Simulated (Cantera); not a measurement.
A Cantera script and its output.

```python
import numpy as np
import cantera as ct

gas = ct.Solution("gri30.yaml")
gas.TP = 300, 100000
flame = ct.CounterflowDiffusionFlame(gas, width=0.02)
flame.fuel_inlet.X, flame.fuel_inlet.T = {'CH4': 1, 'N2': 2}, 475
flame.oxidizer_inlet.X, flame.oxidizer_inlet.T = {'O2': 0.2, 'N2': 0.8}, 450
flame.set_refine_criteria(ratio=3, slope=0.12, curve=0.24, prune=0.03)
show = ['OH', 'H', 'NO', 'CO', 'C2H2']

rows = []
print(f"{'mdot':>8s}{'a_max':>10s}{'a_mean':>10s}{'Tmax/K':>9s}" + "".join(f"{s:>11s}" for s in show) + "   (peak mole fractions)")
for i, mdot in enumerate([0.25, 0.4, 0.64, 1, 1.7, 2.7, 4.3]):  # kg/m2/s on the oxidiser side
    flame.oxidizer_inlet.mdot, flame.fuel_inlet.mdot = mdot, 1 * mdot
    flame.solve(loglevel=0, auto=(i == 0))
    if flame.T.max() < max(475, 450) + 100:
        print(f"{mdot:8.3g}  no burning solution found from the previous one")
        break
    dT = np.abs(np.gradient(flame.T, flame.grid))
    rows.append([flame.strain_rate("max"), flame.strain_rate("mean"), flame.T.max(),
                 *(flame.X[gas.species_index(s)].max() for s in show), max(dT[0], dT[-1]) / dT.max()])
    print(f"{mdot:8.3g}{rows[-1][0]:10.1f}{rows[-1][1]:10.1f}{rows[-1][2]:9.1f}" + "".join(f"{x:11.3e}" for x in rows[-1][3:-1]))
```

Output:

```
    mdot     a_max    a_mean   Tmax/K         OH          H         NO         CO       C2H2   (peak mole fractions)
    0.25     148.6      36.8   1881.0  4.095e-03  2.111e-03  1.195e-04  2.891e-02  3.317e-03
     0.4     228.7      58.9   1855.8  4.013e-03  2.224e-03  9.344e-05  2.939e-02  2.912e-03
    0.64     354.8      94.2   1827.1  3.857e-03  2.285e-03  6.614e-05  3.008e-02  2.449e-03
       1     538.9     147.1   1785.8  3.500e-03  2.200e-03  3.871e-05  3.081e-02  1.822e-03
     1.7  no burning solution found from the previous one
```

Detailed kinetics in Cantera: GRI-Mech 3.0 (53 species, 325 reactions). GRI-Mech 3.0 has no aromatics or soot, which form on the fuel side of real flames. The maximum strain rate includes the flame's own expansion and is several times the mean. A flux with no burning solution from the previous one only brackets extinction.
